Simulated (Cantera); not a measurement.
An isothermal, constant-pressure homogeneous reactor starts with 1.28 % C2H6, 98.7 % N2, at 1950 K and 110000 Pa.

Computed with Cantera and GRI-Mech 3.0 (53 species, 325 reactions). GRI-Mech 3.0 stops at C3 and has no aromatics, soot or wall deposition, so with more carbon than oxygen in the feed, carbon stays in small species such as C2H2 where larger ones or solid carbon would form.

Task: Predict: x(CH2) at 2.00 s; x(HCN) at 2.00 s; x(H2) at 2.00 s; x(CH4) at 2.00 s; x(C2H4) at 2.00 s.

Result: 
```
Property                                             Value
-----------------  ---------------------------------------
x(CH2) at 2.00 s   7.28e-9 (gas-phase equilibrium 3.75e-9)
x(HCN) at 2.00 s   0.000172 (gas-phase equilibrium 0.0226)
x(H2) at 2.00 s      0.0249 (gas-phase equilibrium 0.0249)
x(CH4) at 2.00 s   6.02e-6 (gas-phase equilibrium 3.10e-6)
x(C2H4) at 2.00 s  3.03e-6 (gas-phase equilibrium 2.93e-7)
```
